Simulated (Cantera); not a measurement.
Ta + O2 + CH4 (tantalum, niobium, vanadium and zirconium in process gases)

A closed system holds: 1 mol Ta, 0.08 mol O2, 0.78 mol CH4.

Method: chemical equilibrium by Gibbs-energy minimisation in Cantera with the NASA 1993 tables (ideal gas, pure condensed phases). Candidate condensed phases: C, C6H6, C7H8, C8H18, H2O, Ta, TaC, Ta2O5; 113 gas species. Mutual solubility and eutectic melting of coexisting phases are not modelled. TaC: taken at fixed stoichiometry. Condensed phases not in the tables: Ta2C, N, O or C dissolved in the metal. Kinetics and transport are ignored.

Stable condensed phases:

```
T in K \ P in Pa
            0.10       1      10     100    1000   10000  100000 1000000
   2373        A       A       A       A       A       A       A       B
   2348        A       A       A       A       A       A       A       B
   2323        A       A       A       A       A       A       A       B
   2298        A       A       A       A       A       A       B       B
   2273        A       A       A       A       A       A       B       B
   2248        A       A       A       A       A       A       B       B
   2223        A       A       A       A       A       A       B       B
   2198        A       A       A       A       A       A       B       B
   2173        A       A       A       A       A       A       B       B
   2148        A       A       A       A       A       A       B       B
   2123        A       A       A       A       A       A       B       B
   2098        A       A       A       A       A       A       B       B
   2073        A       A       A       A       A       B       B       B
```

A: Ta + TaC; B: Ta + TaC + Ta2O5.
